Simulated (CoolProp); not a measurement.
A single-stage vapour-compression cycle with the fluid: evaporating at 298.15 K (dew point), condensing at 331.15 K (bubble point), superheat 0 K, subcooling 2 K, compressor efficiency 0.85, no pressure losses. The same conditions are run with several fluids, on thermodynamics alone (safety and materials aside).

Computed with CoolProp (reference Helmholtz-energy equation of state of each fluid (R114: Platzer 1990; R1336mzz(E): Akasaka 2023; R407C: Lemmon 2003; chlorine: Thol 2021; R410A: Lemmon 2003; C3F8 (R218): Lemmon 2006)). The equations of Platzer and Polt are older, rougher fits. Blends and air are pseudo-pure fits.

```json
[
 {"fluid": "R114", "cooling COP": "6.48", "pressure ratio": "2.57", "discharge temperature (K)": "331.2", "refrigerating effect (kJ/kg)": "96.4", "volumetric capacity (kJ/m³)": "1530"},
 {"fluid": "R1336mzz(E)", "cooling COP": "6.36", "pressure ratio": "2.79", "discharge temperature (K)": "331.2", "refrigerating effect (kJ/kg)": "105", "volumetric capacity (kJ/m³)": "1460"},
 {"fluid": "R407C", "cooling COP": "5.05", "pressure ratio": "2.60", "discharge temperature (K)": "348.2", "refrigerating effect (kJ/kg)": "132", "volumetric capacity (kJ/m³)": "5800"},
 {"fluid": "chlorine", "cooling COP": "6.69", "pressure ratio": "2.23", "discharge temperature (K)": "372.8", "refrigerating effect (kJ/kg)": "216", "volumetric capacity (kJ/m³)": "5370"},
 {"fluid": "R410A", "cooling COP": "5.37", "pressure ratio": "2.23", "discharge temperature (K)": "347.0", "refrigerating effect (kJ/kg)": "128", "volumetric capacity (kJ/m³)": "8450"},
 {"fluid": "C3F8 (R218)", "cooling COP": "4.36", "pressure ratio": "2.24", "discharge temperature (K)": "331.2", "refrigerating effect (kJ/kg)": "36.8", "volumetric capacity (kJ/m³)": "3150"}
]
```

The compression ends wet for: R114; R1336mzz(E); C3F8 (R218).
